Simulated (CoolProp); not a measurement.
R245ca along the isotherm 450 K: density (kg/m³) from the reference equation and from simpler models built on Tc = 447.6 K, pc = 3.941 MPa, ω = 0.355; each cubic takes its own stable root.

Values from CoolProp's reference Helmholtz-energy equation of state, Zhou 2016.

| p (MPa) | phase | reference | ideal gas | van der Waals | Redlich-Kwong | Soave-Redlich-Kwong | Peng-Robinson |
|---|---|---|---|---|---|---|---|
| 0.667 | gas | 25.43 | 23.90 | 25.20 | 25.39 | 25.39 | 25.56 |
| 1.33 | gas | 54.49 | 47.65 | 53.46 | 54.32 | 54.29 | 55.06 |
| 2 | gas | 89.45 | 71.65 | 86.71 | 88.97 | 88.87 | 90.90 |
| 2.67 | gas | 133.9 | 95.66 | 127.7 | 132.5 | 132.3 | 136.6 |
| 3.33 | gas | 197.6 | 119.3 | 183.4 | 193.2 | 192.3 | 201.1 |
| 4 | supercritical | 359.5 | 143.3 | 330.9 | 344.6 | 331.1 | 353.4 |
| 4.67 | supercritical | 774.6 | 167.3 | 539.3 | 630.1 | 621.9 | 684.3 |
| 5.33 | supercritical | 832.2 | 191.0 | 579.8 | 689.4 | 683.8 | 755.6 |
| 6 | supercritical | 867.6 | 215.0 | 607.1 | 729.3 | 724.9 | 802.6 |
| 6.67 | supercritical | 893.5 | 239.0 | 627.8 | 760.0 | 756.2 | 838.4 |
| 7.33 | supercritical | 913.9 | 262.6 | 644.6 | 785.0 | 781.6 | 867.4 |
| 8 | supercritical | 931.3 | 286.6 | 659.1 | 806.7 | 803.6 | 892.4 |
| 8.67 | supercritical | 946.3 | 310.6 | 671.7 | 825.8 | 822.9 | 914.3 |
| 9.33 | supercritical | 959.4 | 334.3 | 682.8 | 842.6 | 840.0 | 933.6 |
| 10 | supercritical | 971.3 | 358.3 | 692.9 | 858.1 | 855.6 | 951.3 |
